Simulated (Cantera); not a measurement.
**Fe + H2S + N2 (metals in furnace atmospheres)**

Charge: 1 mol Fe, 1.1 mol H2S, 120 mol N2, held at 2.20 mbar.

These are equilibrium values from Cantera (NASA tables, ideal gas, pure condensed phases), not measurements of a reactor. Candidate condensed phases: Fe, FeS, FeS2, S; 16 gas species. Metal and sulfide melt together well below either melting point, which pure phases cannot show. Mutual solubility and eutectic melting of coexisting phases are not modelled. FeS: taken at fixed stoichiometry. Gases not in the tables: S3 to S7. The numbers say what is thermodynamically allowed, not how fast it happens.

```tsv
T (K)	x N2	x H2	x S2	x H2S	x SH	x Fe	n FeS(s)	n Fe(γ)
1150	0.991	0.00884	0.000293	0.000235	4.25e-6	4.63e-10	1.00	0
1200	0.991	0.00891	0.000325	0.000168	6.22e-6	5.05e-9	1.000	0
1250	0.991	0.00895	0.000347	0.000122	8.68e-6	4.60e-8	1.000	0
1300	0.991	0.00898	0.000362	8.90e-5	1.17e-5	3.56e-7	1.000	0
1350	0.990	0.00899	0.000544	8.01e-5	1.85e-5	1.95e-6	0.956	0.0439
1400	0.989	0.00895	0.00147	9.82e-5	3.84e-5	6.96e-6	0.726	0.273
1450	0.987	0.00888	0.00368	0.000118	7.55e-5	2.27e-5	0.177	0.820
1500	0.986	0.00887	0.00439	0.000100	0.000101	6.82e-5	0	0.992
```
x: gas mole fraction; n: condensed amount in mol.

From 1150 K to 1300 K the condensed part is FeS(s). From 1350 K to 1450 K the condensed part is Fe(γ) + FeS(s). At 1500 K the condensed part is Fe(γ).
